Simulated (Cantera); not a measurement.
## Tantalum, niobium, vanadium and zirconium in process gases: V + H₂O

Charge: 1 mol V, 0.37 mol H₂O, equilibrated at 5.00 Pa.

Cantera equilibrium calculation (NASA polynomials, part measured and part estimated; ideal gas, pure solids and liquids). Candidate condensed phases: H₂O, V, VO, V₂O₃, V₂O₄, V₂O₅; 12 gas species. Mutual solubility and eutectic melting of coexisting phases are not modelled. VO: taken at fixed stoichiometry. Condensed phases not in the tables: N, O or C dissolved in the metal. Kinetics and transport are ignored.

From 1527 °C to 1677 °C the condensed part is V(s) + VO(s). At 1827 °C the condensed part is V(s) + VO(l). From 1977 °C to 2427 °C nothing is condensed. The main V-bearing gas is V throughout.

| T (°C) | x H₂ | x H | x V | x VO | x O | x VO₂ | n V(s) | n VO(s) | n VO(l) |
|---|---|---|---|---|---|---|---|---|---|
| 1527 | 0.948 | 0.0493 | 0.00158 | 0.00122 | 1.52e-8 | 6.66e-5 | 0.629 | 0.369 | 0 |
| 1677 | 0.814 | 0.146 | 0.0212 | 0.0175 | 4.67e-7 | 0.00127 | 0.622 | 0.362 | 0 |
| 1827 | 0.366 | 0.267 | 0.194 | 0.159 | 8.25e-6 | 0.0136 | 0.496 | 0 | 0.232 |
| 1977 | 0.0806 | 0.298 | 0.404 | 0.204 | 6.20e-5 | 0.0126 | 0 | 0 | 0 |
| 2127 | 0.0285 | 0.380 | 0.386 | 0.191 | 0.000543 | 0.0134 | 0 | 0 | 0 |
| 2277 | 0.00864 | 0.410 | 0.382 | 0.182 | 0.00363 | 0.0139 | 0 | 0 | 0 |
| 2427 | 0.00264 | 0.413 | 0.388 | 0.165 | 0.0182 | 0.0127 | 0 | 0 | 0 |
x: gas mole fraction; n: condensed amount in mol.
